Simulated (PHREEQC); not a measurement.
## Hard or scaling water: speciation

Dissolve 2.9 mmol/kgw CaSO4, 0.85 mmol/kgw CO2 and 0.18 mmol/kgw H4SiO4 at 25 °C. Closed to the air; pH follows from the charge balance.

Model: ion-association model, phreeqc.dat, run in PHREEQC.

This is a speciation only: nothing precipitates in the calculation.

Task: Predict the pH, ionic strength, specific conductance.

Result: pH 4.74; ionic strength 0.00973 mol/kgw; specific conductance 597 µS/cm.

Task: In which forms is C present?

Result: CO2 97 %, HCO3- 2.6 % of the C.

The solution is supersaturated, for example in Quartz (slow to form), so a real one may precipitate; this is no full list.
